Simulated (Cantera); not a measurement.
Input: 1 mol SiCl4, 0.8 mol Cl2, 0.51 mol H2, held at 1673 K and 0.300 bar.

Cantera equilibrium calculation (NASA polynomials, part measured and part estimated; ideal gas, pure solids and liquids). Candidate condensed phases: Si; 19 gas species. The tables' values for SiCl3 are old estimates; treat these amounts as uncertain. Kinetics and transport are ignored.

Problem. What is the equilibrium state?

Solution. 
```
Quantity                              Value
--------------------------------  ---------
x(HCl)                                0.423
x(SiCl4)                              0.414
x(Cl)                                0.0849
x(Cl2)                               0.0781
x(SiCl3)                           0.000751
x(SiCl2)                            2.85e-6
gas amount                        2.413 mol
log10 activity of Si(s) (absent)     -11.54
```
